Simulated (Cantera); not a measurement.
Cantera run, input and output.

```python
import numpy as np
import cantera as ct

gas = ct.Solution("h2o2.yaml")
gas.TPX = 598, 180000, {'H2': 1, 'O2': 0.263, 'N2': 0.989, 'H2O': 0.063}
flame = ct.FreeFlame(gas, width=0.027)
flame.set_refine_criteria(ratio=3, slope=0.08, curve=0.16)
flame.transport_model = "mixture-averaged"
flame.solve(loglevel=0, auto=True)
z, T = flame.grid, flame.T
thick = (T[-1] - T[0]) / np.gradient(T, z).max()
show = ['H2', 'O2', 'H2O', 'O', 'H2O2', 'OH']
print(f"laminar burning velocity  {flame.velocity[0] * 100:.3f} cm/s")
print(f"burnt temperature         {T[-1]:.1f} K")
print(f"thermal thickness         {thick * 1e3:.4f} mm")
print(f"grid points               {len(z)}")
z0 = z[flame.heat_release_rate.argmax()]
print(f"{'z/mm':>9s}{'T/K':>9s}{'u/(m/s)':>9s}" + "".join(f"{s:>11s}" for s in show))
rows = []
for k in (-3, -2, -1.5, -1, -0.5, -0.25, 0, 0.25, 0.5, 1, 2, 4, 8):
    zz = z0 + k * thick
    rows.append([k * thick, np.interp(zz, z, T), np.interp(zz, z, flame.velocity),
                 *(np.interp(zz, z, flame.X[gas.species_index(s)]) for s in show)])
    print(f"{rows[-1][0] * 1e3:9.3f}{rows[-1][1]:9.1f}{rows[-1][2]:9.3f}" + "".join(f"{x:11.3e}" for x in rows[-1][3:]))
```

Result:

```
laminar burning velocity  898.275 cm/s
burnt temperature         2271.6 K
thermal thickness         0.2054 mm
grid points               118
     z/mm      T/K  u/(m/s)         H2         O2        H2O          O       H2O2         OH
   -0.616    598.0    8.983  4.320e-01  1.136e-01  2.721e-02  1.451e-15 -8.718e-15  5.014e-17
   -0.411    598.0    8.983  4.320e-01  1.136e-01  2.721e-02  5.273e-13  2.799e-13  1.827e-14
   -0.308    598.0    8.983  4.320e-01  1.136e-01  2.721e-02  3.022e-11  1.279e-11  1.064e-12
   -0.205    598.1    8.983  4.319e-01  1.136e-01  2.722e-02  5.087e-09  2.301e-09  3.194e-10
   -0.103    625.2    9.330  4.270e-01  1.137e-01  2.855e-02  1.193e-05  5.951e-06  7.150e-05
   -0.051    863.0   12.563  3.937e-01  1.069e-01  5.035e-02  3.179e-04  1.984e-05  7.852e-04
    0.000   1267.1   17.929  3.063e-01  7.339e-02  1.250e-01  2.701e-03  4.660e-06  2.319e-03
    0.051   1551.9   21.732  2.221e-01  2.507e-02  2.176e-01  3.670e-03  1.891e-06  4.767e-03
    0.103   1683.9   23.443  1.949e-01  6.638e-03  2.542e-01  2.494e-03  1.132e-06  5.671e-03
    0.205   1804.4   24.932  1.935e-01  1.342e-03  2.666e-01  1.670e-03  6.640e-07  6.116e-03
    0.411   1923.5   26.350  2.015e-01  6.759e-04  2.710e-01  1.135e-03  3.641e-07  5.936e-03
    0.821   2034.3   27.632  2.095e-01  3.768e-04  2.752e-01  6.530e-04  1.893e-07  5.123e-03
    1.643   2123.4   28.636  2.159e-01  1.817e-04  2.792e-01  3.205e-04  9.754e-08  3.944e-03
```

Detailed kinetics in Cantera: the H2/O2 subset of GRI-Mech 3.0, which has no nitrogen chemistry. Burning velocities carry a grid error of a few per cent, more on coarse grids.
